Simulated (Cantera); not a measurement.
## Ignition delay

Mixture: 5.70 % CO, 3.65 % H2, 6.84 % CH4, 13.1 % O2, 70.7 % N2, at 100000 Pa, adiabatic and at constant pressure. Ignition delay is the time to a rise of 400 K.

Detailed kinetics in Cantera: GRI-Mech 3.0 (53 species, 325 reactions). Below about 1000 K GRI-Mech 3.0 lacks low-temperature oxidation paths. Below about 950 K walls govern HO2 and H2O2 in real vessels.

```tsv
T0 (K)	delay (ms)
925	75.9
1025	19.2
1125	7.23
1225	2.89
1325	1.23
1425	0.572
1525	0.293
```

```
Quantity                                                Result
--------------------------------------------------  ----------
apparent activation energy between 1325 and 1525 K  120 kJ/mol
```
